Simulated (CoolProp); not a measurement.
Computed with CoolProp (reference Helmholtz-energy equation of state, Gao 2020).

Q: Give the vapour pressure (MPa), liquid cp (kJ/(kg K)), vapour Z, surface tension (mN/m) of saturated ammonia at 290, 302, 350.1 K.

A: 
```json
[
 {"T (K)": "290", "p (MPa)": "0.774", "liquid cp (kJ/(kg K))": "4.72", "vapour Z": "0.901", "surface tension (mN/m)": "22.4"},
 {"T (K)": "302", "p (MPa)": "1.13", "liquid cp (kJ/(kg K))": "4.81", "vapour Z": "0.874", "surface tension (mN/m)": "19.6"},
 {"T (K)": "350.1", "p (MPa)": "3.87", "liquid cp (kJ/(kg K))": "5.68", "vapour Z": "0.721", "surface tension (mN/m)": "9.21"}
]
```

Surface tension comes from a separate correlation (Mulero 2012).
